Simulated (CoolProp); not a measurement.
Model: reference Helmholtz-energy equation of state, Thol 2015, in CoolProp.

### Question
For 1,2-dichloroethane, give the phase and the density (kg/m³), cv (kJ/(kg K)), Joule-Thomson coefficient (K/MPa), expansivity (1/kK) at 414.5 K and 67.6 bar; 431.6 K and 67.6 bar; 482.9 K and 67.6 bar.

### Answer
- 414.5 K and 67.6 bar: liquid; density 1070, cv 0.963, Joule-Thomson coefficient -0.214, expansivity 1.62
- 431.6 K and 67.6 bar: liquid; density 1040, cv 0.977, Joule-Thomson coefficient -0.162, expansivity 1.75
- 482.9 K and 67.6 bar: liquid; density 941, cv 1.03, Joule-Thomson coefficient 0.0861, expansivity 2.33
